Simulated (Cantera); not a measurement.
What does this Cantera script print?

```python
import numpy as np
import cantera as ct

gas_names = """
    B BH BH2 BH3 BN B2 H H2 N NH NH2 NH3 N2 N2H2 N2H4
""".split()
cond_names = """
    B(b) B(L) BN(s)
""".split()


def load(file, names, dense=False):
    # The tables refer to 1 bar. Condensed volumes are neglected.
    table = {s.name: s for s in ct.Species.list_from_file(file)}
    out = []
    for n in names:
        d = dict(table[n].input_data)
        d["thermo"] = dict(d["thermo"], **{"reference-pressure": 1e5})
        if dense:
            d["equation-of-state"] = {"model": "constant-volume", "density": "1e6 g/cm^3"}
        out.append(ct.Species.from_dict(d))
    return out


gas = ct.Solution(thermo="ideal-gas", species=load("nasa_gas.yaml", gas_names))
cond = {s.name: ct.Solution(thermo="fixed-stoichiometry", species=[s], name=s.name)
        for s in load("nasa_condensed.yaml", cond_names, dense=True)}
atoms = {
    'B2H6': {'B': 2, 'H': 6},
    'N2': {'N': 2},
    'H2': {'H': 2},
}
top_T = {'BN(s)': 3200}  # K; cautious upper limits of use, not melting points


def equilibrate(T, P, feed):
    n = {}
    for name, mol in feed.items():
        for a, k in atoms[name].items():
            n[a] = n.get(a, 0.0) + k * mol
    gas.TPX = T, P, n
    mass = sum(n.values()) * gas.mean_molecular_weight
    gas.equilibrate("TP")
    valid = [c for c in cond.values() if c.min_temp <= T <= top_T.get(c.name, c.max_temp)]
    mix = ct.Mixture([(gas, mass / gas.mean_molecular_weight)] + [(c, 0.0) for c in valid])
    mix.T, mix.P = T, P
    mix.equilibrate("TP", solver="vcs", rtol=1e-11, max_steps=5000)
    return mix


results = []
feed = {'B2H6': 1, 'N2': 13, 'H2': 8}  # mol
for P in [10, 25, 63, 160, 400, 1000, 2500, 6300, 16000, 40000, 100000]:
    for T in [1198, 1298, 1398, 1498, 1598, 1698, 1798, 1898, 1998, 2098]:
        mix = equilibrate(T, P, feed)
        results.append((T, P, feed, dict(zip(mix.species_names, mix.species_moles))))

for T, P, feed, n in results:
    print(f"{T:7g} {P:10.4g}  " + (" + ".join(c for c in cond_names if n.get(c, 0) > 1e-12) or "gas only"))
```

Result:

```
   1198         10  BN(s)
   1298         10  BN(s)
   1398         10  BN(s)
   1498         10  BN(s)
   1598         10  BN(s)
   1698         10  BN(s)
   1798         10  BN(s)
   1898         10  BN(s)
   1998         10  B(b)
   2098         10  B(b)
   1198         25  BN(s)
   1298         25  BN(s)
   1398         25  BN(s)
   1498         25  BN(s)
   1598         25  BN(s)
   1698         25  BN(s)
   1798         25  BN(s)
   1898         25  BN(s)
   1998         25  BN(s)
   2098         25  B(b)
   1198         63  BN(s)
   1298         63  BN(s)
   1398         63  BN(s)
   1498         63  BN(s)
   1598         63  BN(s)
   1698         63  BN(s)
   1798         63  BN(s)
   1898         63  BN(s)
   1998         63  BN(s)
   2098         63  B(b)
   1198        160  BN(s)
   1298        160  BN(s)
   1398        160  BN(s)
   1498        160  BN(s)
   1598        160  BN(s)
   1698        160  BN(s)
   1798        160  BN(s)
   1898        160  BN(s)
   1998        160  BN(s)
   2098        160  BN(s)
   1198        400  BN(s)
   1298        400  BN(s)
   1398        400  BN(s)
   1498        400  BN(s)
   1598        400  BN(s)
   1698        400  BN(s)
   1798        400  BN(s)
   1898        400  BN(s)
   1998        400  BN(s)
   2098        400  BN(s)
   1198       1000  BN(s)
   1298       1000  BN(s)
   1398       1000  BN(s)
   1498       1000  BN(s)
   1598       1000  BN(s)
   1698       1000  BN(s)
   1798       1000  BN(s)
   1898       1000  BN(s)
   1998       1000  BN(s)
   2098       1000  BN(s)
   1198       2500  BN(s)
   1298       2500  BN(s)
   1398       2500  BN(s)
   1498       2500  BN(s)
   1598       2500  BN(s)
   1698       2500  BN(s)
   1798       2500  BN(s)
   1898       2500  BN(s)
   1998       2500  BN(s)
   2098       2500  BN(s)
   1198       6300  BN(s)
   1298       6300  BN(s)
   1398       6300  BN(s)
   1498       6300  BN(s)
   1598       6300  BN(s)
   1698       6300  BN(s)
   1798       6300  BN(s)
   1898       6300  BN(s)
   1998       6300  BN(s)
   2098       6300  BN(s)
   1198    1.6e+04  BN(s)
   1298    1.6e+04  BN(s)
   1398    1.6e+04  BN(s)
   1498    1.6e+04  BN(s)
   1598    1.6e+04  BN(s)
   1698    1.6e+04  BN(s)
   1798    1.6e+04  BN(s)
   1898    1.6e+04  BN(s)
   1998    1.6e+04  BN(s)
   2098    1.6e+04  BN(s)
   1198      4e+04  BN(s)
   1298      4e+04  BN(s)
   1398      4e+04  BN(s)
   1498      4e+04  BN(s)
   1598      4e+04  BN(s)
   1698      4e+04  BN(s)
   1798      4e+04  BN(s)
   1898      4e+04  BN(s)
   1998      4e+04  BN(s)
   2098      4e+04  BN(s)
   1198      1e+05  BN(s)
   1298      1e+05  BN(s)
   1398      1e+05  BN(s)
   1498      1e+05  BN(s)
   1598      1e+05  BN(s)
   1698      1e+05  BN(s)
   1798      1e+05  BN(s)
   1898      1e+05  BN(s)
   1998      1e+05  BN(s)
   2098      1e+05  BN(s)
```

Equilibrium computed with Cantera from the NASA thermochemical tables; the gas is ideal and each condensed phase is pure. The feed counts by its element totals alone. N2 is the only nitrogen source here; it is nearly inert below about 1500 K, so the nitride shown seldom forms there in practice.
